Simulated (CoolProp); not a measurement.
A simple Rankine cycle with cyclopentane: condensing at 322.15 K, boiler at 0.373 MPa, turbine inlet 373.6 K, turbine efficiency 0.6, pump efficiency 0.8, no recuperator. Each further row changes one setting.

Model: reference Helmholtz-energy equation of state, Gedanitz 2015, in CoolProp.

| case | thermal efficiency (%) | net work (kJ/kg) | heat in (kJ/kg) | turbine exit temperature (K) | volume ratio over the turbine |
|---|---|---|---|---|---|
| as stated | 6.7 | 30.7 | 455 | 347.2 | 3.67 |
| turbine inlet 393.6 K | 6.7 | 32.8 | 489 | 368.2 | 3.65 |
| condensing temperature 314.15 K | ? | 36.8 | ? | ? | ? |
| boiler pressure 0.261 MPa | 5.0 | 23.1 | ? | 355.1 | 2.55 |
| turbine efficiency 0.5 | 5.6 | 25.5 | 455 | 350.7 | ? |

**Question.** What belongs in the gaps?

**Answer.** 
- condensing temperature 314.15 K, thermal efficiency (%): 7.8
- condensing temperature 314.15 K, heat in (kJ/kg): 470
- condensing temperature 314.15 K, turbine exit temperature (K): 342.3
- condensing temperature 314.15 K, volume ratio over the turbine: 4.77
- boiler pressure 0.261 MPa, heat in (kJ/kg): 459
- turbine efficiency 0.5, volume ratio over the turbine: 3.71
